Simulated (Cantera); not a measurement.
Charge: 1 mol TEOS, 0.57 mol NO, at 425 °C and 1.00 bar.

Method: chemical equilibrium by Gibbs-energy minimisation in Cantera with the NASA 1993 tables (ideal gas, pure condensed phases). Candidate condensed phases: C, C6H6, C7H8, C8H18, H2O, Si, SiC, SiO2, Si2N2O, Si3N4; 151 gas species. The feed counts by its element totals alone. The numbers say what is thermodynamically allowed, not how fast it happens.

Base state: CH4 0.427, H2O 0.278, H2 0.220, N2 0.0385, CO2 0.0336, CO 0.00277, NH3 0.000194 (mole fractions); condensed: C(graphite) + SiO2(α-quartz).

**Question.** What changes in the equilibrium state with this change: NO from 0.57 to 5.7 mol?

**Answer.** 
```
species                before     after
-------------------  --------  --------
H2O                     0.278     0.339
N2                     0.0385     0.226
CH4                     0.427     0.160
CO2                    0.0336     0.134
H2                      0.220     0.135
CO                    0.00277   0.00553
NH3                  0.000194  0.000226
C(graphite), mol         4.57      4.23
SiO2(α-quartz), mol      1.00      1.00
```
